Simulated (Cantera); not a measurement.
Feed: 1 mol Zr, 1.3 mol O2, 3.3 mol N2O, held at 2502 °C and 130 Pa.

Equilibrium computed with Cantera from the NASA thermochemical tables; the gas is ideal and each condensed phase is pure. Candidate condensed phases: Zr, ZrN, ZrO2; 13 gas species. Equilibrium is a limit: real reactors are often held back by kinetics, nucleation or transport.

Question: What is the equilibrium state?

Answer: 
- x(N2): 0.488
- x(O): 0.399
- x(O2): 0.0854
- x(NO): 0.0178
- x(ZrO2): 0.0103
- x(ZrO): 0.000276
- x(N): 5.62e-5
- n(ZrO2(s)): 0.929 mol
- gas amount: 6.646 mol
- log10 activity of Zr(l) (absent): -7.06
